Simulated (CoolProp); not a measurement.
Hexamethyldisiloxane (MM) at 293.15 K and 5.27 MPa is throttled through a valve to 0.987 MPa with no heat exchange. Each further row changes one setting.

The numbers come from the reference Helmholtz-energy equation of state, Thol 2016 in CoolProp.

| case | temperature change (K) | final density (kg/m³) |
|---|---|---|
| as stated | +1.8 | 764 |
| outlet pressure 0.296 MPa | +2.1 | 763 |
| outlet pressure 1.28 MPa | +1.7 | 765 |
